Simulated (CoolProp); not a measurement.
Vapour-liquid equilibrium of sulfur dioxide (1) + toluene (2) at 392.3 K; x and y are mole fractions of (1).

Computed with CoolProp (multi-fluid Helmholtz-energy mixture model, Gao 2016 and Lemmon 2006; pair parameters Bell 2016).

### Question
Give the bubble pressure and the first vapour's composition at x = 0.65, 0.75, 0.85. Is there an azeotrope?

### Answer
x = 0.65: 2.393 MPa, y = 0.966; x = 0.75: 2.807 MPa, y = 0.976; x = 0.85: 3.253 MPa, y = 0.985. No azeotrope shows between x = 0.05 and 0.95.

The pair parameters rest on a limited set of measurements; away from them the model extrapolates.
